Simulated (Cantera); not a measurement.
A perfectly stirred reactor is fed with 78.7 % NH3, 21.3 % H2, at 0.200 bar; it is held at 2348 K, and followed from long to short residence time.

Cantera simulation using the gas-phase N/H chemistry of the illustrative SiF4/NH3 mechanism in the Surface Chemkin manual (1991); the numbers are that mechanism's predictions, not measurements. Walls and surfaces, which speed up NH3 decomposition in real reactors, are not modelled.

One state of this run: x NH3 = 0.174; x H2 = 0.651; x N2 = 0.171; x N2H4 = 2.13e-8; x N = 9.34e-6. x: mole fraction; the columns are a selection and need not sum to one.

Q: Which value of τ (s) does it belong to?
A) 0.018
B) 1.4
C) 0.16
D) 0.030

A: A, 0.018
